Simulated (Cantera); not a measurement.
A Cantera script and its output.

```python
import numpy as np
import cantera as ct

gas = ct.Solution("gri30.yaml")
gas.TPX = 2075, 500000, {'CH4': 1, 'CO2': 1.2, 'H2': 0.33}
inlet = ct.Reservoir(gas, clone=True)

reactor = ct.IdealGasConstPressureReactor(gas, energy="off", clone=False)
exhaust = ct.Reservoir(gas, clone=True)
tau = [0.52, 0.21, 0.083, 0.033, 0.013, 0.0053, 0.0021, 0.00086, 0.00034][0]
for a, b in ((inlet, reactor), (reactor, exhaust)):
    ct.MassFlowController(a, b, mdot=lambda t: reactor.mass / tau)
net = ct.ReactorNet([reactor])
show = ['CH4', 'CO2', 'H2', 'H', 'CH2', 'HO2']

rows = []
print(f"{'tau/s':>10s}{'T/K':>9s}" + "".join(f"{s:>11s}" for s in show))
for tau in [0.52, 0.21, 0.083, 0.033, 0.013, 0.0053, 0.0021, 0.00086, 0.00034]:
    net.initial_time = 0.0
    net.advance(30 * tau)
    before = gas.X
    net.advance(40 * tau)
    drift = np.max(np.abs(gas.X - before) / (gas.X + 1e-9))
    rows.append([gas.T, *gas[show].X, drift])
    print(f"{tau:10.3e}{gas.T:9.1f}" + "".join(f"{x:11.3e}" for x in gas[show].X))
```

It prints:

```
     tau/s      T/K        CH4        CO2         H2          H        CH2        HO2
 5.200e-01   2075.0  2.480e-03  9.042e-03  4.683e-01  8.193e-04  2.072e-07  1.108e-12
 2.100e-01   2075.0  4.056e-03  1.069e-02  4.598e-01  8.117e-04  3.539e-07  1.531e-12
 8.300e-02   2075.0  6.421e-03  1.371e-02  4.452e-01  7.984e-04  5.977e-07  2.468e-12
 3.300e-02   2075.0  9.805e-03  1.871e-02  4.233e-01  7.776e-04  9.948e-07  4.442e-12
 1.300e-02   2075.0  1.465e-02  2.679e-02  3.928e-01  7.468e-04  1.648e-06  8.559e-12
 5.300e-03   2075.0  2.118e-02  3.907e-02  3.566e-01  7.067e-04  2.629e-06  1.618e-11
 2.100e-03   2075.0  3.092e-02  5.957e-02  3.171e-01  6.558e-04  4.083e-06  2.945e-11
 8.600e-04   2075.0  4.559e-02  9.283e-02  2.857e-01  6.042e-04  5.804e-06  4.617e-11
 3.400e-04   2075.0  7.168e-02  1.508e-01  2.703e-01  5.595e-04  7.496e-06  6.019e-11
```

Cantera simulation using GRI-Mech 3.0 (53 species, 325 reactions); the numbers are that mechanism's predictions, not measurements.
